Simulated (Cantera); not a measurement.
Charge: 1 mol SiC, a varied amount of O₂, 2.6 mol H₂, held at 1200 °C and 0.608 Torr.

These are equilibrium values from Cantera (NASA tables, ideal gas, pure condensed phases), not measurements of a reactor. Candidate condensed phases: C, C₆H₆, C₇H₈, C₈H₁₈, H₂O, Si, SiC, SiO₂; 123 gas species. Mutual solubility and eutectic melting of coexisting phases are not modelled. The tables hold silica as quartz up to 1696 K and as liquid above; real silica turns to tridymite and cristobalite and melts near 1996 K. Equilibrium is a limit: real reactors are often held back by kinetics, nucleation or transport.

Question: Which condensed phases are stable at each of these points (n(O₂) (mol)): 0.025, 0.036, 0.052, 0.075, 0.11, 0.16, 0.22, 0.32, 0.46, 0.67, 0.96, 1.4?

Answer: 
```tsv
n(O₂) (mol)	condensed phases	Si condensed (%)
0.025	SiC(s)	97.5
0.036	SiC(s)	96.4
0.052	SiC(s)	94.8
0.075	SiC(s)	92.5
0.11	SiC(s)	89.0
0.16	SiC(s)	84.0
0.22	SiC(s)	78.0
0.32	SiC(s)	68.0
0.46	SiC(s)	54.0
0.67	SiC(s) + SiO₂(β-quartz)	43.3
0.96	SiC(s) + SiO₂(β-quartz)	44.8
1.4	SiO₂(β-quartz)	80.0
```

From 0.025 mol O₂ to 0.46 mol O₂ the condensed part is SiC(s). From 0.67 mol O₂ to 0.96 mol O₂ the condensed part is SiC(s) + SiO₂(β-quartz). At 1.4 mol O₂ the condensed part is SiO₂(β-quartz).
